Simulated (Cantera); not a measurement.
## Hydrocarbon pyrolysis for carbon deposition

An isothermal, constant-pressure homogeneous reactor starts with C₂H₆ : H₂ = 1 : 26 (molar parts), at 1900 K and 0.000138 atm.

Computed with Cantera and GRI-Mech 3.0 (53 species, 325 reactions). GRI-Mech 3.0 stops at C3 and has no aromatics, soot or wall deposition, so with more carbon than oxygen in the feed, carbon stays in small species such as C2H2 where larger ones or solid carbon would form. Radical loss at walls, strong at low pressure, is not modelled.

| t (s) | x C₂H₆ | x H₂ | x C₂H | x CH₂ | x CH₄ | x H | x C₂H₄ |
|---|---|---|---|---|---|---|---|
| 4.00e-5 | 0.0368 | 0.963 | <1e-12 | 2.19e-10 | 3.58e-6 | 3.79e-6 | 5.66e-9 |
| 0.000131 | 0.0361 | 0.962 | <1e-12 | 7.59e-9 | 3.78e-5 | 3.69e-5 | 1.07e-7 |
| 0.000429 | 0.0341 | 0.960 | <1e-12 | 2.64e-7 | 0.000383 | 0.000345 | 4.62e-6 |
| 0.00141 | 0.0275 | 0.952 | 1.41e-11 | 7.46e-6 | 0.00341 | 0.00264 | 0.000245 |
| 0.00461 | 0.00927 | 0.930 | 2.55e-8 | 7.30e-5 | 0.0213 | 0.0111 | 0.00323 |
| 0.0151 | 3.53e-5 | 0.916 | 1.02e-6 | 0.000103 | 0.0406 | 0.0193 | 0.00298 |
| 0.0494 | 9.72e-6 | 0.923 | 2.00e-6 | 7.60e-5 | 0.0381 | 0.0155 | 0.00113 |
| 0.162 | 5.58e-6 | 0.933 | 2.30e-6 | 4.49e-5 | 0.0325 | 0.0110 | 0.000577 |
| 0.530 | 2.37e-6 | 0.943 | 2.12e-6 | 2.16e-5 | 0.0250 | 0.00745 | 0.000242 |
| 1.74 | 8.30e-7 | 0.950 | 2.02e-6 | 1.07e-5 | 0.0168 | 0.00576 | 8.69e-5 |
| 5.69 | 2.10e-7 | 0.955 | 2.43e-6 | 6.44e-6 | 0.00831 | 0.00593 | 2.39e-5 |
| 18.6 | 1.96e-8 | 0.956 | 3.58e-6 | 3.41e-6 | 0.00221 | 0.00791 | 3.24e-6 |
| 61.1 | 4.64e-10 | 0.953 | 5.81e-6 | 1.16e-6 | 0.000285 | 0.0124 | 5.31e-7 |
| 200 | 3.35e-12 | 0.944 | 1.04e-5 | 2.71e-7 | 2.05e-5 | 0.0221 | 2.23e-7 |
x: mole fraction; the columns are a selection and need not sum to one.

Equilibrium at this temperature and pressure: C₂H₆ <1e-12, H₂ 0.902, C₂H 3.09e-5, CH₂ 7.67e-8, CH₄ 6.27e-7, H 0.0642, C₂H₄ 5.08e-8 (gas phase only).
